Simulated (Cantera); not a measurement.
Feed: 1 mol H2S, 5.5 mol H2, at 1825 K and 83.0 Pa.

Cantera equilibrium calculation (NASA polynomials, part measured and part estimated; ideal gas, pure solids and liquids). Candidate condensed phases: S; 7 gas species. Kinetics and transport are ignored.

Base state: H2 0.902, S2 0.0586, H 0.0145, SH 0.0107, S 0.00761, H2S 0.00626 (mole fractions); condensed: gas only.

### Question
What changes in the equilibrium state with this change: pressure from 83.0 Pa to 8.70 bar?

### Answer
| species | before | after |
|---|---|---|
| H2 | 0.902 | 0.850 |
| H2S | 0.00626 | 0.144 |
| S2 | 0.0586 | 0.00333 |
| H | 0.0145 | 0.000138 |
| SH | 0.0107 | 0.00248 |
| S | 0.00761 | 1.77e-5 |

### Question
What changes in the equilibrium state with this change: pressure from 83.0 Pa to 18.0 Pa?

### Answer
```csv
species,before,after
H2,0.902,0.885
S2,0.0586,0.0554
H,0.0145,0.0309
S,0.00761,0.0159
SH,0.0107,0.0103
H2S,0.00626,0.00278
```

### Question
What changes in the equilibrium state with this change: pressure from 83.0 Pa to 0.300 bar?

### Answer
```csv
species,before,after
H2,0.902,0.880
H2S,0.00626,0.0822
S2,0.0586,0.0293
H,0.0145,0.000754
SH,0.0107,0.00750
S,0.00761,0.000283
```
